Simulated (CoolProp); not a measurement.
Values from CoolProp's reference Helmholtz-energy equation of state, Schmidt 1985.

Q: Give the vapour pressure (bar), liquid density (kg/m³), vapour density (kg/m³), liquid viscosity (µPa s) of saturated oxygen at -150.65 °C.

A: 
| T (°C) | p (bar) | liquid density (kg/m³) | vapour density (kg/m³) | liquid viscosity (µPa s) |
|---|---|---|---|---|
| -150.65 | 11.8 | 957 | 45.3 | 92.1 |

Viscosity comes from a separate model (Lemmon 2004).
